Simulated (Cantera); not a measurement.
Cantera with NASA thermochemical tables; ideal gases at 1 bar, condensed phases pure. Values are per mole of reaction as written; species without (g) are pure solids or liquids, kept so even where they would boil at 1 bar. ZrN: taken at fixed stoichiometry.

2 H2O2(g) + 2 ZrN = N2(g) + 2 H2(g) + 2 ZrO2, with ΔH° = -1191.8 kJ and ΔS° = 7.0 J/K at 300 K.

Question: How far is the shortcut ΔG° ≈ ΔH°(300 K) − T·ΔS°(300 K) from the full temperature-dependent value at 2225, 2300, 2375, 2450, 2525, 2600, 2675, 2750 K?

Answer: 
| T (K) | shortcut (kJ) | full (kJ) | difference (kJ) | difference in log10 K | condensed phases |
|---|---|---|---|---|---|
| 2225 | -1207.4 | -1270.1 | 62.6 | -1.47 | ZrN(s), ZrO2(tetragonal) |
| 2300 | -1208.0 | -1273.6 | 65.6 | -1.49 | ZrN(s), ZrO2(tetragonal) |
| 2375 | -1208.5 | -1277.0 | 68.5 | -1.51 | ZrN(s), ZrO2(tetragonal) |
| 2450 | -1209.0 | -1280.3 | 71.3 | -1.52 | ZrN(s), ZrO2(tetragonal) |
| 2525 | -1209.6 | -1283.6 | 74.1 | -1.53 | ZrN(s), ZrO2(tetragonal) |
| 2600 | -1210.1 | -1286.9 | 76.8 | -1.54 | ZrN(s), ZrO2(tetragonal) |
| 2675 | -1210.6 | -1290.1 | 79.5 | -1.55 | ZrN(s), ZrO2(s) |
| 2750 | -1211.1 | -1293.2 | 82.1 | -1.56 | ZrN(s), ZrO2(s) |
The shortcut ignores heat capacities and the phase changes listed.
